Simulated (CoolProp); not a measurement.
Vapour-liquid equilibrium of propylene (1) + R142b (2) at 275.2 K; x and y are mole fractions of (1).

Model: multi-fluid Helmholtz-energy mixture model, Lemmon 2013 and Lemmon 2006; pair parameters Bell 2016, in CoolProp.

```csv
x,bubble pressure (MPa),y at the bubble point,dew pressure at overall composition x (MPa),liquid density (mol/L)
0.05,0.1830,0.182,0.1627,11.67
0.125,0.2236,0.374,___,11.76
0.2,0.2637,0.507,0.1862,___
0.275,0.3027,0.604,0.2007,___
0.35,___,0.677,0.2176,12.03
0.425,0.3763,0.736,0.2375,12.12
0.5,0.4107,0.783,0.2613,12.21
0.575,0.4436,0.823,0.2900,12.31
0.65,0.4755,0.859,0.3254,12.40
0.725,0.5066,0.891,0.3693,___
0.8,0.5373,0.921,0.4240,12.60
0.875,0.5681,0.950,0.4910,12.71
0.95,0.5993,___,0.5676,12.83
```

Question: Fill in the missing entries.

Answer: 
- 0.125, dew pressure at overall composition x (MPa): 0.1737
- 0.2, liquid density (mol/L): 11.85
- 0.275, liquid density (mol/L): 11.94
- 0.35, bubble pressure (MPa): 0.3403
- 0.725, liquid density (mol/L): 12.50
- 0.95, y at the bubble point: 0.980

No azeotrope shows between x = 0.05 and 0.95.

Pair parameters are fitted to limited data, so mixtures are less certain than the pure fluids.
